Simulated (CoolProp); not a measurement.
C2F6 (R116) at several states: Z from the reference equation and from simpler models built on Tc = 19.9 °C, pc = 3.048 MPa, ω = 0.257; each cubic takes its own stable root.

Computed with CoolProp (reference Helmholtz-energy equation of state, Lemmon 2006). It is a short technical equation, of lower accuracy than the large ones.

```tsv
T (°C)	p (MPa)	phase	reference
35.95	0.156	gas	0.9857
-89.35	0.146	liquid	0.007972
-65.35	0.105	gas	0.9626
```

Question: How far does each simpler model (Redlich-Kwong, Peng-Robinson) lie from the reference over these 3 states: mean and median of the absolute difference, and the worst?

Answer: 
- Redlich-Kwong: mean 2.9 %, median 0.6 %, worst +8.0 % at -89.35 °C and 0.146 MPa
- Peng-Robinson: mean 2.6 %, median 0.2 %, worst -7.5 % at -89.35 °C and 0.146 MPa
